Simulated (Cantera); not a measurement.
What does this Cantera script print?

```python
import numpy as np
import cantera as ct

gas = ct.Solution("gri30.yaml")
gas.TPX = 1350, 2000, {'N2O': 1, 'O2': 0.48}
reactor = ct.IdealGasConstPressureReactor(gas, energy="off", clone=False)
net = ct.ReactorNet([reactor])
net.rtol, net.atol = 1e-08, 1e-18
show = ['N2O', 'O2', 'NO', 'O', 'N2', 'NO2']
times = np.geomspace(0.0002, 100, 11)

steps = ct.SolutionArray(gas, extra=["t"])
rows = []
print(f"{'t/s':>10s}{'T/K':>9s}{'P/Pa':>11s}" + "".join(f"{s:>11s}" for s in show))
for t in times:
    while net.time < t:
        t_next = net.step()
        steps.append(gas.state, t=t_next)
    rows.append([np.interp(t, steps.t, y) for y in (steps.T, steps.P, *steps(*show).X.T)])
    print(f"{t:10.3e}{rows[-1][0]:9.1f}{rows[-1][1]:11.4g}" + "".join(f"{x:11.3e}" for x in rows[-1][2:]))
rate = np.gradient(steps.T, steps.t)
print("integrator steps:", len(steps.t))
if steps.T.max() > steps.T[0] + 200:
    print(f"time of steepest temperature rise: {steps.t[rate.argmax()]:.4e} s")
gas.TPX = 1350, 2000, {'N2O': 1, 'O2': 0.48}
gas.equilibrate("TP")
print(f"equilibrium (TP): T = {gas.T:.1f} K  " + "  ".join(f"{s} {gas[s].X[0]:.3e}" for s in show))
```

Output:

```
       t/s      T/K       P/Pa        N2O         O2         NO          O         N2        NO2
 2.000e-04   1350.0       2000  6.757e-01  3.243e-01  1.033e-06  7.380e-06  1.286e-05  2.039e-13
 7.429e-04   1350.0       2000  6.756e-01  3.243e-01  8.683e-06  1.335e-05  5.939e-05  9.057e-12
 2.759e-03   1350.0       2000  6.753e-01  3.244e-01  4.440e-05  1.433e-05  2.497e-04  2.138e-10
 1.025e-02   1350.0       2000  6.743e-01  3.246e-01  1.782e-04  1.433e-05  9.589e-04  3.334e-09
 3.807e-02   1350.0       2000  6.704e-01  3.253e-01  6.727e-04  1.433e-05  3.581e-03  4.338e-08
 1.414e-01   1350.0       2000  6.564e-01  3.279e-01  2.479e-03  1.433e-05  1.316e-02  4.340e-07
 5.253e-01   1350.0       2000  6.074e-01  3.372e-01  8.787e-03  1.432e-05  4.662e-02  2.625e-06
 1.951e+00   1350.0       2000  4.606e-01  3.648e-01  2.769e-02  1.429e-05  1.469e-01  9.968e-06
 7.248e+00   1350.0       2000  1.817e-01  4.173e-01  6.345e-02  1.410e-05  3.375e-01  2.575e-05
 2.692e+01   1350.0       2000  9.632e-03  4.501e-01  8.477e-02  1.024e-05  4.555e-01  4.420e-05
 1.000e+02   1350.0       2000  1.044e-05  4.522e-01  8.533e-02  2.042e-06  4.623e-01  1.558e-04
integrator steps: 1095
equilibrium (TP): T = 1350.0 K  N2O 4.904e-09  O2 4.946e-01  NO 6.687e-04  O 2.112e-06  N2 5.047e-01  NO2 1.289e-06
```

Detailed kinetics in Cantera: GRI-Mech 3.0 (53 species, 325 reactions). GRI-Mech 3.0 was tuned for natural gas; its chemistry of N2O as a main component is partial and can be far from experiment. Radical loss at walls, strong at low pressure, is not modelled. The mechanism lacks the step 2 NO + O2 → 2 NO2, which can matter for NO2 below about 1400 K. The temperature is held fixed by assumption; the heat of reaction is taken as removed at once.
